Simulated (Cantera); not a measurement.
Input (Python, Cantera) and output of one run.

```python
import numpy as np
import cantera as ct

gas_names = """
    Ca CaCL CaCL2 CaO CaOH CaO2H2 Ca2 CL CLO CL2 H HCL HOCL HO2 H2 H2O H2O2 O OH O2 O3
""".split()
cond_names = """
    Ca(a) Ca(b) Ca(L) CaCL2(s) CaCL2(L) CaO(s) CaO(L) CaO2H2(s) H2O(s) H2O(L)
""".split()


def load(file, names, dense=False):
    # The tables refer to 1 bar. Condensed volumes are neglected.
    table = {s.name: s for s in ct.Species.list_from_file(file)}
    out = []
    for n in names:
        d = dict(table[n].input_data)
        d["thermo"] = dict(d["thermo"], **{"reference-pressure": 1e5})
        if dense:
            d["equation-of-state"] = {"model": "constant-volume", "density": "1e6 g/cm^3"}
        out.append(ct.Species.from_dict(d))
    return out


gas = ct.Solution(thermo="ideal-gas", species=load("nasa_gas.yaml", gas_names))
cond = {s.name: ct.Solution(thermo="fixed-stoichiometry", species=[s], name=s.name)
        for s in load("nasa_condensed.yaml", cond_names, dense=True)}
atoms = {
    'CaCl2': {'Ca': 1, 'CL': 2},
    'O2': {'O': 2},
    'H2': {'H': 2},
}
top_T = {}  # K; cautious upper limits of use, not melting points


def equilibrate(T, P, feed):
    n = {}
    for name, mol in feed.items():
        for a, k in atoms[name].items():
            n[a] = n.get(a, 0.0) + k * mol
    gas.TPX = T, P, n
    mass = sum(n.values()) * gas.mean_molecular_weight
    gas.equilibrate("TP")
    valid = [c for c in cond.values() if c.min_temp <= T <= top_T.get(c.name, c.max_temp)]
    mix = ct.Mixture([(gas, mass / gas.mean_molecular_weight)] + [(c, 0.0) for c in valid])
    mix.T, mix.P = T, P
    mix.equilibrate("TP", solver="vcs", rtol=1e-11, max_steps=5000)
    return mix


results = []
T = 1398  # K
P = 160  # Pa
for m in [6.4, 7.7, 9.2, 11, 13, 15, 18, 22, 26]:
    feed = {'CaCl2': 1, 'O2': 4.3, 'H2': m}  # mol
    mix = equilibrate(T, P, feed)
    results.append((T, P, feed, dict(zip(mix.species_names, mix.species_moles))))
    x = sorted(zip(gas.X, gas.species_names), reverse=True)
    print(f"T = {T:g} K  P = {P:g} Pa  n(H2) = {m:g} mol  gas = {mix.phase_moles(0):.4g} mol")
    print("   x: " + "  ".join(f"{s} {v:.3e}" for v, s in x if v > 1e-06))
    print("   condensed (mol): " + ("  ".join(f"{mix.phase(i).name} {mix.phase_moles(i):.4g}"
          for i in range(1, mix.n_phases) if mix.phase_moles(i) > 1e-12) or "none"))
```

Result:

```
T = 1398 K  P = 160 Pa  n(H2) = 6.4 mol  gas = 8.511 mol
   x: H2O 6.454e-01  HCL 2.129e-01  O2 1.280e-01  CaCL2 8.677e-03  CL 4.667e-03  OH 3.386e-04  CL2 4.448e-05  H2 1.976e-05  O 8.204e-06  CLO 1.887e-06
   condensed (mol): CaO(s) 0.9262
T = 1398 K  P = 160 Pa  n(H2) = 7.7 mol  gas = 9.158 mol
   x: H2O 7.398e-01  HCL 2.015e-01  O2 4.826e-02  CaCL2 6.784e-03  CL 3.234e-03  OH 2.841e-04  H2 3.689e-05  CL2 2.136e-05  O 5.038e-06
   condensed (mol): CaO(s) 0.9379
T = 1398 K  P = 160 Pa  n(H2) = 9.2 mol  gas = 10.2 mol
   x: H2O 7.507e-01  HCL 1.848e-01  H2 5.885e-02  CaCL2 5.619e-03  CL 7.422e-05  H 2.870e-05  OH 7.218e-06
   condensed (mol): CaO(s) 0.9427
T = 1398 K  P = 160 Pa  n(H2) = 11 mol  gas = 12 mol
   x: H2O 6.381e-01  H2 2.000e-01  HCL 1.571e-01  CaCL2 4.777e-03  H 5.290e-05  CL 3.423e-05  OH 3.328e-06
   condensed (mol): CaO(s) 0.9427
T = 1398 K  P = 160 Pa  n(H2) = 13 mol  gas = 14 mol
   x: H2O 5.469e-01  H2 3.143e-01  HCL 1.346e-01  CaCL2 4.095e-03  H 6.631e-05  CL 2.341e-05  OH 2.276e-06
   condensed (mol): CaO(s) 0.9427
T = 1398 K  P = 160 Pa  n(H2) = 15 mol  gas = 16 mol
   x: H2O 4.786e-01  H2 4.000e-01  HCL 1.178e-01  CaCL2 3.583e-03  H 7.481e-05  CL 1.815e-05  OH 1.765e-06
   condensed (mol): CaO(s) 0.9427
T = 1398 K  P = 160 Pa  n(H2) = 18 mol  gas = 19 mol
   x: H2 4.947e-01  H2O 4.030e-01  HCL 9.921e-02  CaCL2 3.018e-03  H 8.320e-05  CL 1.375e-05  OH 1.337e-06
   condensed (mol): CaO(s) 0.9427
T = 1398 K  P = 160 Pa  n(H2) = 22 mol  gas = 23 mol
   x: H2 5.825e-01  H2O 3.329e-01  HCL 8.196e-02  CaCL2 2.493e-03  H 9.029e-05  CL 1.046e-05  OH 1.017e-06
   condensed (mol): CaO(s) 0.9427
T = 1398 K  P = 160 Pa  n(H2) = 26 mol  gas = 27 mol
   x: H2 6.444e-01  H2O 2.836e-01  HCL 6.981e-02  CaCL2 2.124e-03  H 9.496e-05  CL 8.476e-06
   condensed (mol): CaO(s) 0.9427
```

These are equilibrium values from Cantera (NASA tables, ideal gas, pure condensed phases), not measurements of a reactor. Condensed phases not in the tables: oxide chlorides.
